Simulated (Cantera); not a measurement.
What does this Cantera script print?

```python
import numpy as np
import cantera as ct

gas_names = """
    H HO2 H2 H2O H2O2 H2S H2SO4 Mg MgH MgO MgOH MgO2H2 MgS Mg2 O OH O2 O3 S SH SO SO2 SO3 S2 S2O S8
""".split()
cond_names = """
    H2O(s) H2O(L) H2SO4(L) Mg(cr) Mg(L) MgO(s) MgO(L) MgO2H2(s) MgS(s) MgSO4(s) MgSO4(L) S(cr1) S(cr2)
    S(L)
""".split()


# ... load() reads the species with a 1 bar reference pressure and builds the phases ...
atoms = {
    'MgO': {'Mg': 1, 'O': 1},
    'H2S': {'H': 2, 'S': 1},
    'O2': {'O': 2},
}
top_T = {'MgS(s)': 2250}  # K; cautious upper limits of use, not melting points


# ... equilibrate(T, P, feed) seeds the gas with the atoms and calls Mixture.equilibrate('TP', solver="vcs", rtol=1e-11, max_steps=5000) ...
results = []
T = 773.15  # K
P = 7500  # Pa
for m in [0.11, 0.16, 0.22, 0.32, 0.45, 0.65, 0.92]:
    feed = {'MgO': 1, 'H2S': 1.8, 'O2': m}  # mol
    mix = equilibrate(T, P, feed)
    results.append((T, P, feed, dict(zip(mix.species_names, mix.species_moles))))

top = {s: max(r[3][s] / sum(r[3][g] for g in gas_names) for r in results) for s in gas_names}
cols = sorted((s for s in top if top[s] > 0.001), key=lambda s: -top[s])[:8]
seen = [c for c in cond_names if any(r[3].get(c, 0) > 1e-12 for r in results)]
print("log10 of partial pressures in bar; condensed amounts in mol")
print(f"{'n(O2)':>10s}" + "".join(f"{s[:9]:>10s}" for s in cols + seen))
for T, P, feed, n in results:
    ng = sum(n[g] for g in gas_names)
    print(f"{feed['O2']:10.4g}" + "".join(f"{np.log10(max(n[s] / ng * P / 1e5, 1e-99)):10.3f}" for s in cols)
          + "".join(f"{n.get(c, 0):10.4g}" for c in seen))
```

It prints:

```
log10 of partial pressures in bar; condensed amounts in mol
     n(O2)       H2S       H2O        S2       SO2        H2       S2O        S8    MgO(s)
      0.11    -1.210    -2.065    -2.352    -5.301    -3.537    -5.589    -6.177         1
      0.16    -1.249    -1.914    -2.209    -4.707    -3.648    -5.185    -5.604         1
      0.22    -1.297    -1.791    -2.091    -4.187    -3.755    -4.836    -5.133         1
      0.32    -1.381    -1.656    -1.965    -3.559    -3.902    -4.427    -4.627         1
      0.45    -1.491    -1.550    -1.876    -2.995    -4.056    -4.078    -4.270         1
      0.65    -1.644    -1.471    -1.832    -2.464    -4.231    -3.780    -4.094         1
      0.92    -1.811    -1.431    -1.856    -2.086    -4.387    -3.609    -4.190         1
```

Cantera equilibrium calculation (NASA polynomials, part measured and part estimated; ideal gas, pure solids and liquids). Gases not in the tables: S3 to S7.
